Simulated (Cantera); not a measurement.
Mixture: H₂ : O₂ : N₂ = 1 : 0.617 : 3.95 (molar parts), equivalence ratio 0.81, at 0.360 bar, adiabatic and at constant volume. Ignition delay is the time to a rise of 400 K.

Cantera simulation using GRI-Mech 3.0 (53 species, 325 reactions); the numbers are that mechanism's predictions, not measurements. Where the delays flatten at high temperature, the 400 K rule measures the pace of heat release, not the induction time.

**Question.** What does this change do: constant pressure in place of constant volume?

**Answer.** 
| quantity | before | after |
|---|---|---|
| delay at 1300 K | 0.150 ms | 0.197 ms |
| delay at 1450 K | 0.128 ms | 0.190 ms |
| delay at 1600 K | 0.137 ms | 0.216 ms |
| delay at 1750 K | 0.165 ms | 0.265 ms |

**Question.** What does this change do: pressure from 0.360 bar to 6.40 bar?

**Answer.** 
```json
[
 {"quantity": "delay at 1300 K", "before": "0.150 ms", "after": "7.96 µs"},
 {"quantity": "delay at 1450 K", "before": "0.128 ms", "after": "3.77 µs"},
 {"quantity": "delay at 1600 K", "before": "0.137 ms", "after": "2.41 µs"},
 {"quantity": "delay at 1750 K", "before": "0.165 ms", "after": "1.83 µs"}
]
```
The hydrogen kinetics of GRI-Mech 3.0 are dated; newer H2 mechanisms differ, most at raised pressure.
